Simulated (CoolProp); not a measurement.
Model: reference Helmholtz-energy equation of state, Leachman 2009, in CoolProp.

Question: Give the vapour pressure (MPa), enthalpy of vaporisation (kJ/kg), surface tension (mN/m), liquid conductivity (mW/(m K)) of saturated normal hydrogen at 23.6, 28.7, 31.3 K.

Answer: 
| T (K) | p (MPa) | enthalpy of vaporisation (kJ/kg) | surface tension (mN/m) | liquid conductivity (mW/(m K)) |
|---|---|---|---|---|
| 23.6 | 0.236 | 425 | 1.36 | 103 |
| 28.7 | 0.648 | 340 | 0.535 | 97.5 |
| 31.3 | 0.986 | 247 | 0.176 | 91.2 |

Thermal conductivity comes from a separate model (Assael 2011). Surface tension comes from a separate correlation (Mulero 2012).
